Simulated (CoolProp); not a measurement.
Properties of nitrogen along the isotherm -33.15 °C.

Model: reference Helmholtz-energy equation of state, Span 2000, in CoolProp.

```
p (bar)          phase       Z  cv (kJ/(kg K))  Joule-Thomson coefficient (K/MPa)  Prandtl number
-------  -------------  ------  --------------  ---------------------------------  --------------
8.49               gas  0.9919          0.7461                              3.262           0.737
17                 gas  0.9843          0.7499                              3.169           0.748
25.5               gas  0.9772          0.7535                              3.071           0.757
34       supercritical  0.9707          0.7571                              2.969           0.766
42.4     supercritical  0.9649          0.7606                              2.864           0.775
50.9     supercritical  0.9596          0.7640                              2.755           0.784
59.4     supercritical  0.9550          0.7673                              2.642           0.794
67.9     supercritical  0.9512          0.7704                              2.528           0.803
76.4     supercritical  0.9481          0.7735                              2.412           0.813
84.9     supercritical  0.9458          0.7764                              2.295           0.823
```

Viscosity comes from a separate model (Lemmon 2004). Thermal conductivity comes from a separate model (Lemmon 2004).
